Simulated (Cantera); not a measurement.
Adiabatic ignition

An adiabatic, constant-pressure homogeneous reactor starts with 10.4 % CH4, 18.8 % O2, 70.8 % N2, equivalence ratio 1.1, at 1525 K and 1900000 Pa.

Cantera simulation using GRI-Mech 3.0 (53 species, 325 reactions); the numbers are that mechanism's predictions, not measurements. The pressure lies above the range GRI-Mech 3.0 was tuned for (to about 10 atm).

```
t (s)     T (K)   x CH4     x O2     x H2O    x C2H2     x NO2     x HCO
--------  -----  ------  -------  --------  --------  --------  --------
6.00e-6    1525   0.103    0.188   2.72e-5  1.02e-11    <1e-12  3.14e-10
1.79e-5    1526   0.103    0.188  0.000299   2.75e-9    <1e-12   7.16e-9
5.34e-5    1544  0.0990    0.185   0.00342   4.54e-7  1.41e-12   1.36e-7
0.000159   2972  <1e-12  0.00754     0.171    <1e-12   2.47e-6   3.00e-7
0.000475   2964  <1e-12  0.00686     0.171    <1e-12   3.58e-6   3.01e-7
0.00142    2964  <1e-12  0.00686     0.171    <1e-12   3.58e-6   3.01e-7
0.00423    2964  <1e-12  0.00686     0.171    <1e-12   3.58e-6   3.01e-7
0.0126     2964  <1e-12  0.00686     0.171    <1e-12   3.58e-6   3.01e-7
0.0377     2964  <1e-12  0.00686     0.171    <1e-12   3.58e-6   3.01e-7
0.112      2964  <1e-12  0.00686     0.171    <1e-12   3.58e-6   3.01e-7
0.335      2964  <1e-12  0.00686     0.171    <1e-12   3.58e-6   3.01e-7
1.00       2964  <1e-12  0.00686     0.171    <1e-12   3.58e-6   3.01e-7
```
x: mole fraction; the columns are a selection and need not sum to one.

```
Item                                                                 Value
---------------------------------  ---------------------------------------
time of steepest temperature rise                                  88.3 µs
temperature at 1.00 s                                               2964 K
equilibrium temperature                                             2964 K
x(CH4) at 1.00 s                     <1e-12 (gas-phase equilibrium <1e-12)
x(O2) at 1.00 s                    0.00686 (gas-phase equilibrium 0.00686)
x(H2O) at 1.00 s                       0.171 (gas-phase equilibrium 0.171)
```
